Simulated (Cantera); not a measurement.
## Equilibrium for tantalum, niobium, vanadium and zirconium in process gases: Nb + N2O

Feed: 1 mol Nb, 9.5 mol N2O, equilibrated at 0.00428 Torr.

Equilibrium computed with Cantera from the NASA thermochemical tables; the gas is ideal and each condensed phase is pure. Candidate condensed phases: Nb, NbO, NbO2, Nb2O5; 12 gas species. Rates play no part.

```tsv
T (K)	x N2	x O	x O2	x NbO2	x NbO	x NO	x N
2198	0.564	0.299	0.0714	0.0596	0.000104	0.00620	3.83e-6
2298	0.543	0.363	0.0312	0.0570	0.000387	0.00500	1.18e-5
2398	0.532	0.395	0.0121	0.0548	0.00142	0.00376	3.34e-5
2498	0.527	0.410	0.00465	0.0509	0.00471	0.00279	8.72e-5
2598	0.521	0.419	0.00188	0.0422	0.0128	0.00209	0.000212
2698	0.514	0.429	0.000818	0.0284	0.0257	0.00160	0.000480
2798	0.507	0.437	0.000375	0.0152	0.0381	0.00124	0.00103
```
x: gas mole fraction; nothing condenses.

From 2198 K to 2798 K nothing is condensed. The main Nb-bearing gas is NbO2 at 2198 K and NbO at 2798 K.
